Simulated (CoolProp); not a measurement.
Vapour-liquid equilibrium of carbon dioxide (1) + hydrogen sulfide (2) at 23 bar; x and y are mole fractions of (1).

Model: multi-fluid Helmholtz-energy mixture model, Span 1996 and Lemmon 2006; pair parameters Kunz 2012, in CoolProp.

Task: Give the bubble temperature and the first vapour's composition at x = 0.125, 0.575, 0.875. Is there an azeotrope?

Result: x = 0.125: 286.4 K, y = 0.375; x = 0.575: 265.0 K, y = 0.762; x = 0.875: 259.7 K, y = 0.912. No azeotrope shows between x = 0.05 and 0.95.

Pair parameters are fitted to limited data, so mixtures are less certain than the pure fluids.
